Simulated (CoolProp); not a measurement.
Vapour-liquid equilibrium of R134a (1) + R142b (2) at 36.35 °C; x and y are mole fractions of (1).

Computed with CoolProp (multi-fluid Helmholtz-energy mixture model, Tillner-Roth 1994 and Lemmon 2006; pair parameters Bell 2016).

Question: Give the bubble pressure and the first vapour's composition at x = 0.35, 0.45, 0.75. Is there an azeotrope?

Answer: x = 0.35: 6.551 bar, y = 0.499; x = 0.45: 7.018 bar, y = 0.594; x = 0.75: 8.282 bar, y = 0.827. No azeotrope shows between x = 0.05 and 0.95.

The pair parameters rest on a limited set of measurements; away from them the model extrapolates.
